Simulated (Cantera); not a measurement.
## Equilibrium for boron, boron nitride and boron oxide: borazine + H2O

Input: 1 mol borazine, 0.11 mol H2O, held at 75.0 Torr.

Method: chemical equilibrium by Gibbs-energy minimisation in Cantera with the NASA 1993 tables (ideal gas, pure condensed phases). Candidate condensed phases: B, BN, B2O3, B3O3H3, H2O; 39 gas species. The feed counts by its element totals alone. Mutual solubility and eutectic melting of coexisting phases are not modelled. The tables' values for BH2 are old estimates; treat these amounts as uncertain. The numbers say what is thermodynamically allowed, not how fast it happens.

```csv
T (°C),x H2,x HBO,x N2,x H,n BN(s),n B2O3(l)
1177,0.986,0.000662,0.0113,2.97e-5,2.93,0.0320
1227,0.984,0.00146,0.0113,5.52e-5,2.93,0.0290
1277,0.981,0.00305,0.0113,9.86e-5,2.93,0.0237
1327,0.975,0.00603,0.0116,0.000170,2.93,0.0141
1377,0.966,0.0108,0.0122,0.000282,2.92,0
1427,0.963,0.0143,0.0132,0.000457,2.92,0
1477,0.960,0.0179,0.0142,0.000720,2.91,0
1527,0.956,0.0212,0.0152,0.00111,2.90,0
1577,0.953,0.0237,0.0159,0.00166,2.90,0
1627,0.951,0.0255,0.0164,0.00245,2.89,0
1677,0.949,0.0265,0.0167,0.00353,2.89,0
1727,0.947,0.0269,0.0169,0.00500,2.89,0
1777,0.944,0.0268,0.0170,0.00697,2.89,0
```
x: gas mole fraction; n: condensed amount in mol.

From 1177 °C to 1327 °C the condensed part is BN(s) + B2O3(l). From 1377 °C to 1777 °C the condensed part is BN(s). The main B-bearing gas is HBO2 at 1177 °C and HBO at 1777 °C. The share of B in condensed phases is highest at 1177 °C (99.8 %) and lowest at 1777 °C (96.3 %).
